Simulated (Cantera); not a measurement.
An isothermal, constant-pressure homogeneous reactor starts with NO : N₂ = 1 : 0.82 (molar parts), at 1475 K and 0.158 atm.

Detailed kinetics in Cantera: GRI-Mech 3.0 (53 species, 325 reactions).

x: mole fraction; the columns are a selection and need not sum to one.

```tsv
t (s)	x NO	x N₂	x O₂	x N₂O	x O	x NO₂
0.000500	0.549	0.451	1.11e-10	1.60e-7	?	8.26e-8
0.00128	0.549	0.451	4.87e-10	4.08e-7	9.44e-8	3.15e-7
0.00327	0.549	0.451	2.00e-9	1.04e-6	9.78e-8	9.52e-7
0.00836	0.549	0.451	9.29e-9	2.64e-6	1.03e-7	2.60e-6
0.0214	0.549	0.451	5.37e-8	6.60e-6	?	6.87e-6
0.0547	0.549	0.451	3.92e-7	1.60e-5	?	1.81e-5
0.140	0.549	0.451	3.54e-6	3.57e-5	?	4.66e-5
0.358	0.549	0.451	3.20e-5	6.65e-5	?	9.83e-5
0.914	0.549	0.451	0.000182	9.05e-5	4.39e-7	0.000132
2.34	0.548	0.451	0.000628	9.44e-5	?	0.000145
5.98	0.546	0.452	0.00178	9.35e-5	?	0.000169
15.3	0.540	0.455	0.00467	9.13e-5	?	0.000218
39.1	0.525	0.463	0.0118	8.61e-5	?	0.000303
100	0.491	0.479	0.0286	7.49e-5	?	0.000423
```

### Question
Complete the blanks.

### Answer

- 0.000500, x O: 7.74e-8
- 0.0214, x O: 1.18e-7
- 0.0547, x O: 1.53e-7
- 0.140, x O: 2.34e-7
- 0.358, x O: 3.60e-7
- 2.34, x O: 4.75e-7
- 5.98, x O: 5.39e-7
- 15.3, x O: 6.72e-7
- 39.1, x O: 9.17e-7
- 100, x O: 1.32e-6
